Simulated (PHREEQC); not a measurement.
Solution (20 °C): 2.1 mmol/kgw H3PO4, 0.069 mmol/kgw HNO3 and 0.48 mmol/kgw NiSO4. Closed to the air; pH follows from the charge balance.

Equilibrium calculation in PHREEQC: ion-association model, wateq4f.dat.

No solid was allowed to form.

Q: Predict the pH.

A: pH 2.78.

Q: In which forms is Ni present?

A: Ni+2 96 %, NiSO4 4.4 % of the Ni.

Complexes and solids missing from the database can't appear. H3PO4, which wateq4f.dat lacks, is added to it with the constant of phreeqc.dat. The database has no phosphate complexes of Ni.
